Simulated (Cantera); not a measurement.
A perfectly stirred reactor is fed with 3.10 % C₃H₈, 20.4 % O₂, 76.5 % N₂, at 360 Torr; it is adiabatic with a 425 K inlet, and is followed from long to short residence time, starting on the burning branch (τ in s: 0.044, 0.023, 0.012, 0.0059, 0.003, 0.0015, 0.00078, 0.0004, 0.0002, 0.0001, 5.3e-05).

Detailed kinetics in Cantera: GRI-Mech 3.0 (53 species, 325 reactions). GRI-Mech 3.0 was tuned for natural gas; its chemistry of propane as a main component is partial and can be far from experiment.

One state of this run: T (K) = 1728; x C₃H₈ = 4.32e-5; x O₂ = 0.0602; x HO₂ = 1.64e-5; x CO = 0.0259; x CH₂CO = 4.01e-5; x CH₂ = 3.77e-6; x NO₂ = 2.32e-9. x: mole fraction; the columns are a selection and need not sum to one.

Which value of τ (s) does it belong to?
(A) 0.00078
(B) 0.0030
(C) 0.00040
(D) 0.012

C, 0.00040
